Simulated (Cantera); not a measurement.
Input: 1 mol SiH2Cl2, 5.8 mol H2, held at 1525 K and 74.0 mbar.

These are equilibrium values from Cantera (NASA tables, ideal gas, pure condensed phases), not measurements of a reactor. Candidate condensed phases: Si; 19 gas species. The tables' values for SiCl3 are old estimates; treat these amounts as uncertain. Rates play no part.

Base state: H2 0.815, HCl 0.121, SiCl2 0.0584, SiCl3 0.00451, SiCl4 0.00103, SiHCl3 0.000790, SiH2Cl2 9.72e-5, H 7.85e-5 (mole fractions); condensed: Si(s).

Task: What changes in the equilibrium state with this change: H2 from 5.8 to 100 mol?

Result: 
```
species      before    after
----------  -------  -------
H2            0.815    0.981
HCl           0.121   0.0175
SiCl2        0.0584  0.00102
SiCl4       0.00103  3.18e-7
SiCl3       0.00451  1.05e-5
Si(s), mol    0.497    0.894
```

Task: What changes in the equilibrium state with this change: H2 from 5.8 to 250 mol?

Result: 
| species | before | after |
|---|---|---|
| H2 | 0.815 | 0.992 |
| HCl | 0.121 | 0.00755 |
| SiCl2 | 0.0584 | 0.000188 |
| SiCl4 | 0.00103 | 1.08e-8 |
| SiCl3 | 0.00451 | 8.26e-7 |
| SiHCl3 | 0.000790 | 1.60e-7 |
| SiH2Cl2 | 9.72e-5 | 3.82e-7 |
| Si(s), mol | 0.497 | 0.951 |

Task: What changes in the equilibrium state with this change: temperature from 1525 K to 1623.15 K?

Result: 
```csv
species,before,after
H2,0.815,0.813
HCl,0.121,0.121
SiCl2,0.0584,0.0628
SiCl3,0.00451,0.00275
SiCl,5.48e-6,2.14e-5
SiCl4,0.00103,0.000281
H,7.85e-5,0.000229
Cl,9.31e-6,2.69e-5
SiHCl3,0.000790,0.000293
"Si(s), mol",0.497,0.484
```
The tables' values for SiCl3, SiCl are old estimates; treat these amounts as uncertain.
